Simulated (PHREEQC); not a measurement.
0.013 g of hydrous ferric oxide (600 m²/g; 0.2 weak and 0.005 strong sites per Fe, Dzombak-Morel constants, diffuse double layer) in 1 kg of water with 0.05 mol/kgw of an inert sodium salt and 0.00049 mmol/kgw Na2HAsO4 and 0.0087 mmol/kgw Na2SO4, at 25 °C; the pH is set by adding NaOH or the inert anion's acid. O2 is buffered at 0.21 atm. CO2 from the air is kept out. Precipitation was switched off in this run.

The numbers come from PHREEQC with the ion-association model, wateq4f.dat.

```csv
pH,As sorbed (%),S sorbed (%),surface charge σ (C/m²),surface potential ψ (mV)
4,100.0,59.7,0.190,138
4.67,100.0,45.6,0.157,128
5.33,100.0,25.2,0.118,113
6,100.0,7.6,0.079,93
6.67,100.0,1.1,0.044,67
7.33,99.9,0.1,0.019,35
8,99.0,0.0,0.001,1
8.67,90.1,0.0,-0.018,-33
9.33,54.0,0.0,-0.041,-63
10,15.7,0.0,-0.075,-91
10.67,3.0,0.0,-0.126,-116
11.33,0.5,0.0,-0.196,-138
12,0.1,0.0,-0.281,-152
```

Species that the database lacks are ignored.
